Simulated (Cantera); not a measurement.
An isothermal, constant-pressure homogeneous reactor starts with H₂ : O₂ = 0.0017 : 1 (molar parts), equivalence ratio 0.00085, at 1325 K and 0.0267 bar.

Detailed kinetics in Cantera: the H2/O2 subset of GRI-Mech 3.0, which has no nitrogen chemistry. Radical loss at walls, strong at low pressure, is not modelled.

x: mole fraction; the columns are a selection and need not sum to one.

| t (s) | x H₂ | x O₂ | x O | x H₂O | x H₂O₂ |
|---|---|---|---|---|---|
| 0.000600 | 0.00170 | 0.998 | 2.17e-8 | 6.61e-9 | 3.10e-12 |
| 0.00221 | 0.00170 | 0.998 | 2.22e-7 | 1.68e-7 | 3.08e-11 |
| 0.00811 | 0.00159 | 0.998 | 7.45e-5 | 7.60e-5 | 5.77e-10 |
| 0.0298 | [?] | 0.997 | 0.00150 | 0.00159 | 3.64e-9 |
| 0.110 | [?] | 0.997 | 0.00128 | 0.00160 | 3.39e-9 |
| 0.403 | [?] | 0.997 | 0.000779 | 0.00163 | 2.71e-9 |
| 1.48 | [?] | 0.998 | 0.000241 | 0.00166 | 1.35e-9 |
| 5.44 | [?] | 0.998 | 3.79e-5 | 0.00168 | 3.16e-10 |
| 20.0 | [?] | 0.998 | 5.16e-6 | 0.00169 | 5.14e-11 |

Problem. Fill in the missing entries.

Solution. 
- 0.0298, x H₂: 1.27e-6
- 0.110, x H₂: 1.02e-6
- 0.403, x H₂: 6.31e-7
- 1.48, x H₂: 1.98e-7
- 5.44, x H₂: 3.15e-8
- 20.0, x H₂: 4.29e-9
